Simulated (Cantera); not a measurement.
A perfectly stirred reactor is fed with 50.1 % H₂, 29.5 % O₂, 20.4 % N₂, equivalence ratio 0.85, at 0.178 atm; it is held at 1125 K, and followed from long to short residence time.

Computed with Cantera and the H2/O2 subset of GRI-Mech 3.0, which has no nitrogen chemistry. The temperature is held fixed by assumption; the heat of reaction is taken as removed at once.

One state of this run: x H₂ = 0.00863; x O₂ = 0.0628; x HO₂ = 3.67e-5; x H = 0.00103; x OH = 0.000983. x: mole fraction; the columns are a selection and need not sum to one.

Question: Which value of τ (s) does it belong to?
A. 0.036
B. 0.64
C. 0.0020
D. 0.15

Answer: A, 0.036
